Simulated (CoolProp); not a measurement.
Vapour-liquid equilibrium of ethylene (1) + ethane (2) at 152.4 K; x and y are mole fractions of (1).

Values from CoolProp's multi-fluid Helmholtz-energy mixture model, Smukala 2000 and Bücker 2006; pair parameters Bell 2016.

```
x     bubble pressure, mixture model (bar)  bubble pressure, Raoult's law (bar)  y, mixture model  y, Raoult's law
----  ------------------------------------  -----------------------------------  ----------------  ---------------
0.05                                0.1323                               0.1285             0.151            0.128
0.2                                 0.1692                               0.1601             0.432            0.410
0.35                            (withheld)                               0.1917        (withheld)            0.600
0.5                                 0.2300                               0.2233             0.725            0.736
0.65                                0.2589                               0.2549             0.825            0.838
0.8                                 0.2884                               0.2865             0.909            0.918
0.95                                0.3185                               0.3181        (withheld)            0.981
```

Task: What belongs in the gaps?

Result: 
- 0.35, bubble pressure, mixture model (bar): 0.2006
- 0.35, y, mixture model: 0.602
- 0.95, y, mixture model: 0.980

The largest gap from Raoult's law is +5.7 % in bubble pressure, at x = 0.2. No azeotrope shows between x = 0.05 and 0.95.

Pair parameters are fitted to limited data, so mixtures are less certain than the pure fluids.
